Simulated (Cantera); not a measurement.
Feed: 1 mol Pb, 5.9 mol CO, 14 mol N2, 0.058 mol O2, held at 1175 °C.

Equilibrium computed with Cantera from the NASA thermochemical tables; the gas is ideal and each condensed phase is pure. Candidate condensed phases: C, Pb, PbO, PbO2, Pb3O4; 27 gas species. The numbers say what is thermodynamically allowed, not how fast it happens.

Task: What share of the Pb ends up in condensed phases as a function of P (Pa), at 10, 52, 270, 1400, 7200, 37000, 190000, 1000000?

Result: 
```csv
P (Pa),Pb condensed (%),as
10,0.0,-
52,0.0,-
270,0.0,-
1400,0.0,-
7200,0.0,-
37000,18.1,Pb(l)
190000,84.6,Pb(l)
1000000,97.1,Pb(l)
```
